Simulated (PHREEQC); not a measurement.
**Brine: speciation**

Consider water at 25 °C with 3.7 mol LiBr and 0.21 mol Na2SO4 per kg of water. Closed to the air; pH follows from the charge balance.

Model: Pitzer model, pitzer.dat, run in PHREEQC.

```
Item                        Value
-------------------  ------------
ionic strength       4.33 mol/kgw
activity of water           0.805
density               1.223 g/cm³
osmotic coefficient         1.496
```

```
species  molality  activity   log γ
-------  --------  --------  ------
Br-          3.70      2.57  -0.158
Li+          3.70      16.2   0.642
Na+         0.420     0.941   0.350
SO4-2       0.210   0.00177  -2.073
OH-       3.27e-7   3.49e-8  -0.972
HSO4-     2.84e-7   3.95e-8  -0.857
```

No solid was allowed to form. Species that the database lacks are ignored.
